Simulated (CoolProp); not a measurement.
Vapour-liquid equilibrium of R245fa (1) + n-pentane (2) at 307 K; x and y are mole fractions of (1).

Computed with CoolProp (multi-fluid Helmholtz-energy mixture model, Akasaka 2015 and Thol 2019; pair parameters Bell 2016).

Problem. Give the bubble pressure and the first vapour's composition at x = 0.2, 0.8, 0.875. Is there an azeotrope?

Solution. x = 0.2: 0.2149 MPa, y = 0.605; x = 0.8: 0.2388 MPa, y = 0.740; x = 0.875: 0.2332 MPa, y = 0.794. y crosses x between x = 0.65 and 0.725: the model has an azeotrope there.

The pair parameters rest on a limited set of measurements; away from them the model extrapolates. With so large a gap from Raoult's law the liquid may split in two, which this calculation doesn't test in full.
